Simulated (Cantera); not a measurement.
A closed system holds: 1 mol BCl₃, 4.3 mol O₂, 94 mol N₂, at 1.35 Torr.

Method: chemical equilibrium by Gibbs-energy minimisation in Cantera with the NASA 1993 tables (ideal gas, pure condensed phases). Candidate condensed phases: B, BN, B₂O₃; 25 gas species. The tables' values for BOCl are old estimates; treat these amounts as uncertain. The numbers say what is thermodynamically allowed, not how fast it happens.

At 1623 K, list the 6 most abundant gas species with their mole fractions, and the condensed phases.

N₂ 0.930, O₂ 0.0345, Cl 0.0292, B₂O₃ 0.00443, NO 0.000939, BO₂ 0.000746. Condensed: gas only.
